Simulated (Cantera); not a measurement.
Feed: 1 mol CF4, 0.05 mol F2, at 2175 K and 1330 Pa.

Method: chemical equilibrium by Gibbs-energy minimisation in Cantera with the NASA 1993 tables (ideal gas, pure condensed phases). Candidate condensed phases: C; 13 gas species. Gases not in the tables: C2F6 and larger saturated fluorocarbons. Rates play no part.

Base state: CF4 0.674, F 0.239, CF2 0.0766, CF3 0.00953, CF 0.000160 (mole fractions); condensed: gas only.

### Question
What changes in the equilibrium state with this change: pressure from 1330 Pa to 13300 Pa?

### Answer
```
species    before    after
-------  --------  -------
CF4         0.674    0.888
F           0.239    0.103
CF2        0.0766  0.00541
CF       0.000160  2.62e-6
CF3       0.00953  0.00290
```
